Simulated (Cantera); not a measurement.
## Ignition delay

Mixture: 6.23 % CO, 1.37 % H₂, 3.18 % CH₄, 18.8 % O₂, 70.4 % N₂, at 14.0 bar, adiabatic and at constant pressure. Ignition delay is the time to a rise of 400 K.

Cantera simulation using GRI-Mech 3.0 (53 species, 325 reactions); the numbers are that mechanism's predictions, not measurements. The pressure lies above the range GRI-Mech 3.0 was tuned for (to about 10 atm). Below about 1000 K GRI-Mech 3.0 lacks low-temperature oxidation paths.

```tsv
T0 (K)	delay (ms)
975	18.7
1050	3.61
1125	0.927
1200	0.325
1275	0.146
1350	0.0762
1425	0.0435
```

The apparent activation energy between 1275 and 1425 K is 120 kJ/mol.
